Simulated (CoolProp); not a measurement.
Benzene along the isobar 5670 kPa: density (kg/m³) from the reference equation and from simpler models built on Tc = 562.0 K, pc = 4906 kPa, ω = 0.211; each cubic takes its own stable root.

Model: reference Helmholtz-energy equation of state, Thol 2012, in CoolProp.

```tsv
T (K)	phase	reference
449.1	liquid	707.8
462.2	liquid	690.1
475.4	liquid	671.2
488.5	liquid	651.2
501.7	liquid	629.3
514.8	liquid	605.2
528	liquid	577.4
541.1	liquid	544.1
554.3	liquid	499.4
567.4	supercritical	421.5
580.6	supercritical	217.3
593.7	supercritical	167.8
606.9	supercritical	145.9
620	supercritical	132.2
```

How far does each simpler model (van der Waals, Redlich-Kwong, Soave-Redlich-Kwong, Peng-Robinson) lie from the reference over these 14 states: mean and median of the absolute difference, and the worst?


- van der Waals: mean 26.9 %, median 35.4 %, worst -36.8 % at 449.1 K and 5670 kPa
- Redlich-Kwong: mean 11.5 %, median 13.3 %, worst -19.1 % at 554.3 K and 5670 kPa
- Soave-Redlich-Kwong: mean 10.5 %, median 10.4 %, worst -20.5 % at 567.4 K and 5670 kPa
- Peng-Robinson: mean 3.5 %, median 2.4 %, worst -12.9 % at 567.4 K and 5670 kPa
